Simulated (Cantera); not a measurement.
## HMDSO + O₂ + H₂ + NO (silicon oxide and oxynitride deposition)

Charge: 1 mol HMDSO, 14 mol O₂, 14 mol H₂, 0.93 mol NO, at 39.0 Torr.

Method: chemical equilibrium by Gibbs-energy minimisation in Cantera with the NASA 1993 tables (ideal gas, pure condensed phases). Candidate condensed phases: C, C₆H₆, C₇H₈, C₈H₁₈, H₂O, Si, SiC, SiO₂, Si₂N₂O, Si₃N₄; 151 gas species. The feed counts by its element totals alone. The tables hold silica as quartz up to 1696 K and as liquid above; real silica turns to tridymite and cristobalite and melts near 1996 K. Gases not in the tables: Si(OH)₄. The numbers say what is thermodynamically allowed, not how fast it happens.

```tsv
T (°C)	x H₂O	x H₂	x CO₂	x CO	x N₂	x CH₄	x H	x OH	n SiO₂(α-quartz)	n SiO₂(β-quartz)	n SiO₂(condensed)
400	0.516	0.260	0.189	0.00778	0.0162	0.0119	<1e-12	<1e-12	2.00	0	0
550	0.500	0.280	0.176	0.0273	0.0158	4.02e-5	1.70e-11	<1e-12	2.00	0	0
700	0.521	0.260	0.156	0.0481	0.0158	3.50e-7	2.42e-9	8.65e-12	0	2.00	0
850	0.540	0.241	0.137	0.0668	0.0158	9.08e-9	9.17e-8	1.06e-9	0	2.00	0
1000	0.555	0.226	0.122	0.0820	0.0158	5.14e-10	1.49e-6	4.21e-8	0	2.00	0
1150	0.567	0.214	0.110	0.0939	0.0158	5.16e-11	1.35e-5	7.74e-7	0	2.00	0
1300	0.576	0.205	0.100	0.103	0.0158	7.91e-12	8.06e-5	8.20e-6	0	2.00	0
1450	0.583	0.197	0.0931	0.110	0.0158	1.68e-12	0.000355	5.76e-5	0	0	2.00
1600	0.588	0.191	0.0873	0.116	0.0158	<1e-12	0.00124	0.000296	0	0	2.00
```
x: gas mole fraction; n: condensed amount in mol.

From 400 °C to 550 °C the condensed part is SiO₂(α-quartz). From 700 °C to 1300 °C the condensed part is SiO₂(β-quartz). From 1450 °C to 1600 °C the condensed part is SiO₂(condensed).
